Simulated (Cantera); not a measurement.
Feed: 1 mol Al(CH3)3, 43 mol H2O, 10 mol H2, held at 1823.15 K and 2.25 Torr.

Method: chemical equilibrium by Gibbs-energy minimisation in Cantera with the NASA 1993 tables (ideal gas, pure condensed phases). Candidate condensed phases: Al, Al2O3, C, C6H6, C7H8, C8H18, H2O; 121 gas species. The feed counts by its element totals alone. Rates play no part.

Base state: H2O 0.618, H2 0.327, CO 0.0334, CO2 0.0161, H 0.00453, OH 0.000595 (mole fractions); condensed: Al2O3(s).

**Question.** What changes in the equilibrium state with this change: H2 from 10 to 1.3 mol?

**Answer.** 
```csv
species,before,after
H2O,0.618,0.715
H2,0.327,0.223
CO,0.0334,0.0318
CO2,0.0161,0.0260
O2,5.28e-6,1.52e-5
O,6.34e-6,1.08e-5
"Al2O3(s), mol",0.500,0.500
```

**Question.** What changes in the equilibrium state with this change: temperature from 1823.15 K to 1725 K?

**Answer.** 
```csv
species,before,after
H2O,0.618,0.618
H2,0.327,0.330
CO,0.0334,0.0323
H,0.00453,0.00195
CO2,0.0161,0.0172
OH,0.000595,0.000201
"Al2O3(s), mol",0.500,0.500
```

**Question.** What changes in the equilibrium state with this change: H2 from 10 to 100 mol?

**Answer.** 
| species | before | after |
|---|---|---|
| H2 | 0.327 | 0.720 |
| H2O | 0.618 | 0.253 |
| CO | 0.0334 | 0.0182 |
| CO2 | 0.0161 | 0.00164 |
| OH | 0.000595 | 0.000164 |
| H | 0.00453 | 0.00672 |
| Al2O3(s), mol | 0.500 | 0.500 |
